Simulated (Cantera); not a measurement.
An adiabatic, constant-pressure homogeneous reactor starts with 28.6 % CO, 18.3 % H2, 11.1 % O2, 42.0 % N2, at 1775 K and 5.00 bar.

Computed with Cantera and GRI-Mech 3.0 (53 species, 325 reactions). The hydrogen kinetics of GRI-Mech 3.0 are dated; newer H2 mechanisms differ, most at raised pressure. Above 3000 K some thermodynamic fits are extrapolated.

Task: Predict: time of steepest temperature rise; temperature at 0.200 s; equilibrium temperature; x(CO) at 0.200 s; x(H2) at 0.200 s; x(O2) at 0.200 s; x(NO) at 0.200 s; x(N2O) at 0.200 s.

Result: 
| Quantity | Result |
|---|---|
| time of steepest temperature rise | 1.74 µs |
| temperature at 0.200 s | 3023 K |
| equilibrium temperature | 3023 K |
| x(CO) at 0.200 s | 0.232 (gas-phase equilibrium 0.232) |
| x(H2) at 0.200 s | 0.0510 (gas-phase equilibrium 0.0510) |
| x(O2) at 0.200 s | 0.00325 (gas-phase equilibrium 0.00325) |
| x(NO) at 0.200 s | 0.00468 (gas-phase equilibrium 0.00468) |
| x(N2O) at 0.200 s | 4.52e-7 (gas-phase equilibrium 4.52e-7) |
